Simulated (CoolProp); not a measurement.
Vapour-liquid equilibrium of n-butane (1) + benzene (2) at 394.4 K; x and y are mole fractions of (1).

Computed with CoolProp (multi-fluid Helmholtz-energy mixture model, Bücker 2006 and Thol 2012; pair parameters Bell 2016).

```json
[
 {"x": "0.05", "bubble pressure (MPa)": "0.4106", "y at the bubble point": "0.265", "dew pressure at overall composition x (MPa)": "0.3243", "liquid density (mol/L)": "9.727"},
 {"x": "0.2", "bubble pressure (MPa)": "0.7217", "y at the bubble point": "0.617", "dew pressure at overall composition x (MPa)": "0.3801", "liquid density (mol/L)": "9.487"},
 {"x": "0.35", "bubble pressure (MPa)": "1.024", "y at the bubble point": "0.757", "dew pressure at overall composition x (MPa)": "0.4587", "liquid density (mol/L)": "9.210"},
 {"x": "0.5", "bubble pressure (MPa)": "1.304", "y at the bubble point": "0.834", "dew pressure at overall composition x (MPa)": "0.5775", "liquid density (mol/L)": "8.890"},
 {"x": "0.65", "bubble pressure (MPa)": "1.569", "y at the bubble point": "0.887", "dew pressure at overall composition x (MPa)": "0.7765", "liquid density (mol/L)": "8.513"},
 {"x": "0.8", "bubble pressure (MPa)": "1.838", "y at the bubble point": "0.932", "dew pressure at overall composition x (MPa)": "1.165", "liquid density (mol/L)": "8.062"},
 {"x": "0.95", "bubble pressure (MPa)": "2.144", "y at the bubble point": "0.981", "dew pressure at overall composition x (MPa)": "1.953", "liquid density (mol/L)": "7.500"}
]
```

No azeotrope shows between x = 0.05 and 0.95.

Pair parameters are fitted to limited data, so mixtures are less certain than the pure fluids. The gap from Raoult's law changes sign with composition, which may be real or a fault of the pair parameters; it wasn't checked against measurements.
